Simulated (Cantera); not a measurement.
An adiabatic, constant-pressure homogeneous reactor starts with 5.14 % CH₄, 8.58 % O₂, 85.8 % N₂, 0.473 % H₂, at 1475 K and 7.30 atm.

Computed with Cantera and GRI-Mech 3.0 (53 species, 325 reactions).

Q: Predict: time of steepest temperature rise; temperature at 0.200 s; equilibrium temperature; x(O₂) at 0.200 s; x(NO₂) at 0.200 s; x(H) at 0.200 s.

A: 
| Quantity | Result |
|---|---|
| time of steepest temperature rise | 0.598 ms |
| temperature at 0.200 s | 2305 K |
| equilibrium temperature | 2305 K |
| x(O₂) at 0.200 s | 2.48e-5 (gas-phase equilibrium 2.48e-5) |
| x(NO₂) at 0.200 s | 5.87e-9 (gas-phase equilibrium 5.87e-9) |
| x(H) at 0.200 s | 0.000442 (gas-phase equilibrium 0.000442) |
